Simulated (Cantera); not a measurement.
## AlCl3 + H2O + N2 + N2O (aluminium nitride and oxide growth)

Feed: 1 mol AlCl3, 1.7 mol H2O, 290 mol N2, 20 mol N2O, held at 1877 °C.

Equilibrium computed with Cantera from the NASA thermochemical tables; the gas is ideal and each condensed phase is pure. Candidate condensed phases: Al, AlCl3, AlN, Al2O3, H2O, NH4Cl; 45 gas species. The numbers say what is thermodynamically allowed, not how fast it happens.

From 0.000100 bar to 1.00 bar the condensed part is Al2O3(s). The main Al-bearing gas is AlO at 0.000100 bar and AlOCl at 1.00 bar. The share of Al in condensed phases is highest at 1.00 bar (100.0 %) and lowest at 0.000100 bar (97.1 %).

| P (Pa) | x N2 | x O2 | x O | x Cl | x H | x HCl | x NO | n Al2O3(s) |
|---|---|---|---|---|---|---|---|---|
| 10 | 0.938 | 0.0158 | 0.0246 | 0.00859 | 0.00705 | 0.000465 | 0.00336 | 0.486 |
| 63 | 0.947 | 0.0215 | 0.0114 | 0.00792 | 0.00324 | 0.00124 | 0.00394 | 0.496 |
| 400 | 0.952 | 0.0245 | 0.00483 | 0.00706 | 0.000996 | 0.00216 | 0.00422 | 0.498 |
| 2500 | 0.954 | 0.0260 | 0.00199 | 0.00616 | 0.000261 | 0.00309 | 0.00435 | 0.499 |
| 16000 | 0.955 | 0.0268 | 0.000800 | 0.00521 | 6.32e-5 | 0.00404 | 0.00442 | 0.500 |
| 100000 | 0.956 | 0.0273 | 0.000323 | 0.00428 | 1.51e-5 | 0.00496 | 0.00447 | 0.500 |
x: gas mole fraction; n: condensed amount in mol.
